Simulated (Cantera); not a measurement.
A perfectly stirred reactor is fed with CH4 : O2 : N2 = 1 : 2.15 : 7.53 (molar parts), equivalence ratio 0.93, at 100000 Pa; it is adiabatic with a 398 K inlet, and is followed from long to short residence time, starting on the burning branch (τ in s: 0.39, 0.14, 0.051, 0.019, 0.0068, 0.0025, 0.0009, 0.00033, 0.00012, 4.3e-05).

Cantera simulation using GRI-Mech 3.0 (53 species, 325 reactions); the numbers are that mechanism's predictions, not measurements.

Problem. What does this change do: inlet temperature 398 to 775 K?

Solution. 
```json
[
 {"quantity": "blow-out, bracketed by the residence times tried", "before": "burning at 0.120 ms, out at 43.0 µs", "after": "burning at 43.0 µs, the shortest tried"},
 {"quantity": "x(CH4) at τ = 0.390 s", "before": "7.08e-7", "after": "2.75e-7"},
 {"quantity": "x(O2) at τ = 0.390 s", "before": "0.0160", "after": "0.0192"},
 {"quantity": "x(C2H6) at τ = 0.390 s", "before": "<1e-12", "after": "<1e-12"},
 {"quantity": "x(CO) at τ = 0.390 s", "before": "0.00713", "after": "0.0158"},
 {"quantity": "x(HCO) at τ = 0.390 s", "before": "6.90e-9", "after": "9.11e-9"},
 {"quantity": "x(CH4) at τ = 2.50 ms", "before": "4.80e-5", "after": "2.88e-5"},
 {"quantity": "x(O2) at τ = 2.50 ms", "before": "0.0235", "after": "0.0251"},
 {"quantity": "x(C2H6) at τ = 2.50 ms", "before": "2.63e-10", "after": "3.88e-11"},
 {"quantity": "x(CO) at τ = 2.50 ms", "before": "0.0170", "after": "0.0217"},
 {"quantity": "x(HCO) at τ = 2.50 ms", "before": "9.57e-7", "after": "8.18e-7"}
]
```

Problem. What does this change do: N2 7.53 to 5.8 parts?

Solution. 
```tsv
quantity	before	after
blow-out, bracketed by the residence times tried	burning at 0.120 ms, out at 43.0 µs	burning at 43.0 µs, the shortest tried
x(CH4) at τ = 0.390 s	7.08e-7	3.04e-7
x(O2) at τ = 0.390 s	0.0160	0.0224
x(C2H6) at τ = 0.390 s	<1e-12	<1e-12
x(CO) at τ = 0.390 s	0.00713	0.0172
x(HCO) at τ = 0.390 s	6.90e-9	9.99e-9
x(CH4) at τ = 2.50 ms	4.80e-5	3.29e-5
x(O2) at τ = 2.50 ms	0.0235	0.0287
x(C2H6) at τ = 2.50 ms	2.63e-10	5.27e-11
x(CO) at τ = 2.50 ms	0.0170	0.0236
x(HCO) at τ = 2.50 ms	9.57e-7	8.90e-7
```

Problem. What does this change do: N2 7.53 to 9.7 parts?

Solution. 
```tsv
quantity	before	after
blow-out, bracketed by the residence times tried	burning at 0.120 ms, out at 43.0 µs	burning at 0.120 ms, out at 43.0 µs
x(CH4) at τ = 0.390 s	7.08e-7	1.93e-6
x(O2) at τ = 0.390 s	0.0160	0.0123
x(C2H6) at τ = 0.390 s	<1e-12	2.36e-12
x(CO) at τ = 0.390 s	0.00713	0.00215
x(HCO) at τ = 0.390 s	6.90e-9	6.92e-9
x(CH4) at τ = 2.50 ms	4.80e-5	7.25e-5
x(O2) at τ = 2.50 ms	0.0235	0.0192
x(C2H6) at τ = 2.50 ms	2.63e-10	1.32e-9
x(CO) at τ = 2.50 ms	0.0170	0.0124
x(HCO) at τ = 2.50 ms	9.57e-7	1.06e-6
```
